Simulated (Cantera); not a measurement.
A closed system holds: 1 mol Fe, a varied amount of CO, 270 mol H₂, held at 873.15 K and 2.10 bar.

Cantera equilibrium calculation (NASA polynomials, part measured and part estimated; ideal gas, pure solids and liquids). Candidate condensed phases: C, C₆H₆, C₇H₈, C₈H₁₈, Fe, Fe(CO)₅, FeO, Fe(OH)₂, Fe(OH)₃, Fe₂O₃, Fe₃O₄, H₂O; 114 gas species. Equilibrium is a limit: real reactors are often held back by kinetics, nucleation or transport.

x: gas mole fraction; n: condensed amount in mol.

```tsv
n(CO) (mol)	x H₂	x CH₄	x H₂O	x CO	x CO₂	x C₂H₆	n Fe(α)
2	0.985	0.00746	0.00746	6.94e-6	1.40e-7	2.79e-9	1.00
2.7	0.980	0.0101	0.0101	1.29e-5	3.54e-7	5.14e-9	1.00
3.5	0.974	[?]	[?]	[?]	[?]	[?]	1.00
4.7	0.965	[?]	[?]	[?]	[?]	[?]	1.00
6.2	0.953	0.0234	0.0234	7.56e-5	4.95e-6	2.85e-8	1.00
8.2	0.938	0.0312	0.0311	0.000141	1.25e-5	5.13e-8	1.00
11	0.915	0.0421	0.0421	0.000276	3.38e-5	9.60e-8	1.00
14	0.891	0.0541	0.0540	0.000492	7.94e-5	1.62e-7	1.00
```

Question: What belongs in the gaps?

Answer: 
- 3.5, x CH₄: 0.0131
- 3.5, x H₂O: 0.0131
- 3.5, x CO: 2.22e-5
- 3.5, x CO₂: 7.98e-7
- 3.5, x C₂H₆: 8.74e-9
- 4.7, x CH₄: 0.0177
- 4.7, x H₂O: 0.0177
- 4.7, x CO: 4.15e-5
- 4.7, x CO₂: 2.03e-6
- 4.7, x C₂H₆: 1.60e-8
